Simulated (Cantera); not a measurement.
## Low-pressure radical oxidation in H2/O2

An isothermal, constant-pressure homogeneous reactor starts with H₂ : O₂ : N₂ = 0.5 : 1 : 0.14 (molar parts), equivalence ratio 0.25, at 1275 K and 0.00150 bar.

Model: GRI-Mech 3.0 (53 species, 325 reactions), integrated in Cantera. Radical loss at walls, strong at low pressure, is not modelled. The temperature is held fixed by assumption; the heat of reaction is taken as removed at once.

```csv
t (s),x H₂,x O₂,x NO₂,x HO₂,x H,x OH,x NO
0.000300,0.305,0.610,<1e-12,2.19e-8,2.18e-8,3.89e-9,<1e-12
0.000744,0.305,0.610,<1e-12,5.42e-8,8.55e-8,2.04e-8,<1e-12
0.00184,0.305,0.610,<1e-12,1.34e-7,1.12e-6,2.89e-7,<1e-12
0.00457,0.304,0.609,<1e-12,3.30e-7,0.000442,0.000115,<1e-12
0.0113,0.0221,0.453,<1e-12,7.63e-7,0.125,0.0154,9.53e-9
0.0281,0.0206,0.453,<1e-12,7.69e-7,0.123,0.0150,6.01e-8
0.0696,0.0203,0.456,<1e-12,7.85e-7,0.117,0.0149,1.80e-7
0.172,0.0193,0.463,<1e-12,8.22e-7,0.103,0.0147,4.43e-7
0.427,0.0166,0.480,1.19e-12,9.02e-7,0.0747,0.0139,9.21e-7
1.06,0.0100,0.508,3.17e-12,9.99e-7,0.0305,0.0111,1.44e-6
2.63,0.00266,0.531,1.24e-11,8.30e-7,0.00380,0.00582,1.63e-6
6.51,0.000365,0.538,6.19e-11,3.23e-7,0.000190,0.00217,1.65e-6
16.1,5.75e-5,0.539,1.50e-10,8.00e-8,1.19e-5,0.000864,1.66e-6
40.0,1.28e-5,0.539,2.20e-10,2.54e-8,1.24e-6,0.000407,1.66e-6
```
x: mole fraction; the columns are a selection and need not sum to one.

Equilibrium at this temperature and pressure: H₂ 7.03e-7, O₂ 0.539, NO₂ 1.44e-7, HO₂ 2.23e-8, H 1.61e-8, OH 9.56e-5, NO 0.000193 (gas phase only).
